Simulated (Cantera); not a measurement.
What does this Cantera script print?

```python
import numpy as np
import cantera as ct

gas_names = """
    CL TiCL4 TiOCL2 NO2 N2 CL2
""".split()
cond_names = """
    Ti2O3(a) Ti2O3(b) Ti2O3(L) TiCL4(L) TiO2(ru) TiO2(L)
""".split()


def load(file, names, dense=False):
    # The tables refer to 1 bar. Condensed volumes are neglected.
    table = {s.name: s for s in ct.Species.list_from_file(file)}
    out = []
    for n in names:
        d = dict(table[n].input_data)
        d["thermo"] = dict(d["thermo"], **{"reference-pressure": 1e5})
        if dense:
            d["equation-of-state"] = {"model": "constant-volume", "density": "1e6 g/cm^3"}
        out.append(ct.Species.from_dict(d))
    return out


species = {s.name: s for s in load("nasa_gas.yaml", gas_names) + load("nasa_condensed.yaml", cond_names)}
# Each term lists the table entries of one substance; the one whose range holds T is used.
reactions = {
    '2 Cl(g) + TiCl4(g) + Ti2O3 = 3 TiOCl2(g)':
        [(-2, ['CL']), (-1, ['TiCL4']), (-1, ['Ti2O3(a)', 'Ti2O3(b)', 'Ti2O3(L)']), (3, ['TiOCL2'])],
    '2 NO2(g) + 2 TiCl4 = N2(g) + 4 Cl2(g) + 2 TiO2':
        [(-2, ['NO2']), (-2, ['TiCL4(L)']), (1, ['N2']), (4, ['CL2']), (2, ['TiO2(ru)', 'TiO2(L)'])],
}


def pick(names, T):
    return next(species[n] for n in names if species[n].thermo.min_temp <= T <= species[n].thermo.max_temp)


results = []
for label, terms in reactions.items():
    print(label)
    print("     T/K   dH/kJ  dS/(J/K)   dG/kJ   log10 K")
    for T in [373, 398, 423, 448, 473, 498, 523]:
        used = [(nu, pick(names, T)) for nu, names in terms]
        dH = sum(nu * s.thermo.h(T) for nu, s in used) / 1e6
        dS = sum(nu * s.thermo.s(T) for nu, s in used) / 1e3
        dG = dH - T * dS / 1e3
        logK = -dG * 1e6 / (ct.gas_constant * T * np.log(10))
        results.append((label, T, dH, dS, dG, logK, [s.name for _, s in used]))
        print(f"{T:8g} {dH:8.1f} {dS:8.1f} {dG:8.1f} {logK:8.2f}")
```

Output:

```
2 Cl(g) + TiCl4(g) + Ti2O3 = 3 TiOCl2(g)
     T/K   dH/kJ  dS/(J/K)   dG/kJ   log10 K
     373    402.9    194.9    330.2   -46.24
     398    402.1    192.8    325.4   -42.70
     423    401.2    190.5    320.6   -39.59
     448    400.0    187.8    315.9   -36.83
     473    397.6    182.6    311.2   -34.37
     498    396.5    180.3    306.7   -32.17
     523    395.3    178.1    302.2   -30.18
2 NO2(g) + 2 TiCl4 = N2(g) + 4 Cl2(g) + 2 TiO2
     T/K   dH/kJ  dS/(J/K)   dG/kJ   log10 K
     373   -355.8    180.5   -423.2    59.26
     398   -357.8    175.4   -427.6    56.12
     423   -359.7    170.8   -432.0    53.34
     448   -361.6    166.5   -436.2    50.85
     473   -363.4    162.5   -440.3    48.62
     498   -365.3    158.7   -444.3    46.60
     523   -367.1    155.1   -448.2    44.76
```

Cantera with NASA thermochemical tables; ideal gases at 1 bar, condensed phases pure. Condensed species are held in their standard states even where they would react or evaporate.
